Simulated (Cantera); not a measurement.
An adiabatic, constant-pressure homogeneous reactor starts with 17.2 % CH4, 3.96 % CO, 15.8 % O2, 59.6 % N2, 3.44 % CO2, equivalence ratio 2.3, at 1575 K and 1.80 bar.

Model: GRI-Mech 3.0 (53 species, 325 reactions), integrated in Cantera.

Problem. Predict: time of steepest temperature rise; temperature at 0.500 s; equilibrium temperature; x(CO) at 0.500 s; x(O2) at 0.500 s; x(H2O) at 0.500 s; x(NO) at 0.500 s.

Solution. 
```json
{
  "time_of_steepest_temperature_rise": "0.591 ms",
  "temperature at 0.500 s": "2426 K",
  "equilibrium_temperature": "2426 K",
  "x(CO) at 0.500 s": "0.183 (gas-phase equilibrium 0.183)",
  "x(O2) at 0.500 s": "5.83e-6 (gas-phase equilibrium 5.83e-6)",
  "x(H2O) at 0.500 s": "0.126 (gas-phase equilibrium 0.126)",
  "x(NO) at 0.500 s": "8.48e-5 (gas-phase equilibrium 8.48e-5)"
}
```
